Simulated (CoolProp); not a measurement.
Properties of C3F8 (R218) at several states (Tc = 71.9 °C, pc = 26.40 bar, ω = 0.317).

Model: reference Helmholtz-energy equation of state, Lemmon 2006, in CoolProp. It is a short technical equation, of lower accuracy than the large ones.

```tsv
T (°C)	p (bar)	phase	Z	cv (kJ/(kg K))	Joule-Thomson coefficient (K/MPa)	isothermal compressibility (1/MPa)	expansivity (1/kK)	conductivity (mW/(m K))
-110.95	1.29	liquid	0.009571	0.5454	-0.4452	0.001015	1.851	79.8
-58.45	0.512	liquid	0.003184	___	___	___	2.169	67.8
-92.35	0.16	liquid	0.001103	___	-0.4148	0.001299	1.922	___
-115.75	1.97	liquid	0.01493	0.5351	-0.4520	0.0009535	___	___
```

### Question
What belongs in the gaps?

### Answer

- -58.45, cv (kJ/(kg K)): 0.6475
- -58.45, Joule-Thomson coefficient (K/MPa): -0.3395
- -58.45, isothermal compressibility (1/MPa): 0.002116
- -92.35, cv (kJ/(kg K)): 0.5836
- -92.35, conductivity (mW/(m K)): 75.9
- -115.75, expansivity (1/kK): 1.838
- -115.75, conductivity (mW/(m K)): 80.7

Thermal conductivity comes from a separate model (Huber 2003), an estimate that may be off by 10 % or more.
